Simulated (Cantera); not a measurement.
Source: NASA polynomial tables (part measured, part estimated), evaluated in Cantera. Values are per mole of reaction as written; species without (g) are pure solids or liquids, kept so even where they would boil at 1 bar.

SiH4(g) + 2 S ⇌ Si + 2 H2S(g), with ΔH° = -75.3 kJ and ΔS° = 161.6 J/K at 300 K.

Question: How far is the shortcut ΔG° ≈ ΔH°(300 K) − T·ΔS°(300 K) from the full temperature-dependent value at 423, 473, 523, 573, 623, 673, 723, 773, 823 K?

Answer: 
```csv
T (K),shortcut (kJ),full (kJ),difference (kJ),difference in log10 K,condensed phases
423,-143.7,-143.1,-0.5,0.06,"S(l), Si(s)"
473,-151.7,-150.4,-1.4,0.15,"S(l), Si(s)"
523,-159.8,-157.4,-2.4,0.24,"S(l), Si(s)"
573,-167.9,-164.2,-3.6,0.33,"S(l), Si(s)"
623,-176.0,-170.9,-5.0,0.42,"S(l), Si(s)"
673,-184.0,-177.5,-6.6,0.51,"S(l), Si(s)"
723,-192.1,-183.9,-8.2,0.59,"S(l), Si(s)"
773,-200.2,-190.2,-10.0,0.67,"S(l), Si(s)"
823,-208.3,-196.5,-11.8,0.75,"S(l), Si(s)"
```
The shortcut ignores heat capacities and the phase changes listed.
